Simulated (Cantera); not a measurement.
Feed: 1 mol SiCl4, a varied amount of Cl2, 0.53 mol H2, at 827 °C and 2.30 bar.

Method: chemical equilibrium by Gibbs-energy minimisation in Cantera with the NASA 1993 tables (ideal gas, pure condensed phases). Candidate condensed phases: Si; 19 gas species. Kinetics and transport are ignored.

Task: At 0.62 mol Cl2, list the 4 most abundant gas species with their mole fractions, and the condensed phases.

Result: HCl 0.493, SiCl4 0.465, Cl2 0.0418, Cl 0.000204. Condensed: gas only.
